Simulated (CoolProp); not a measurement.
Methanol along the isotherm 321 K: fugacity coefficient from the reference equation and from simpler models built on Tc = 513.4 K, pc = 8216 kPa, ω = 0.565; each cubic takes its own stable root.

Values from CoolProp's reference Helmholtz-energy equation of state, de Reuck 1993.

| p (kPa) | phase | reference |
|---|---|---|
| 39 | gas | 0.9814 |
| 58.8 | liquid | 0.8393 |
| 88.7 | liquid | 0.5567 |
| 134 | liquid | 0.3687 |
| 202 | liquid | 0.2449 |
| 305 | liquid | 0.1624 |
| 459 | liquid | 0.1082 |
| 693 | liquid | 0.07193 |
| 1050 | liquid | 0.04774 |
| 1580 | liquid | 0.03199 |
| 2380 | liquid | 0.02151 |
| 3590 | liquid | 0.01453 |
| 5420 | liquid | 0.009902 |
| 8170 | liquid | 0.006856 |
| 12300 | liquid | 0.004855 |

How far does each simpler model (van der Waals, Redlich-Kwong, Soave-Redlich-Kwong, Peng-Robinson) lie from the reference over these 15 states: mean and median of the absolute difference, and the worst?


- van der Waals: mean 967.9 %, median 1187.1 %, worst +1855.3 % at 321 K and 12300 kPa
- Redlich-Kwong: mean 309.1 %, median 398.7 %, worst +435.3 % at 321 K and 12300 kPa
- Soave-Redlich-Kwong: mean 5.4 %, median 6.5 %, worst -6.9 % at 321 K and 58.8 kPa
- Peng-Robinson: mean 1.6 %, median 1.9 %, worst -2.2 % at 321 K and 58.8 kPa

At some of these states van der Waals, Redlich-Kwong gives the other phase, because its saturation line lies elsewhere.
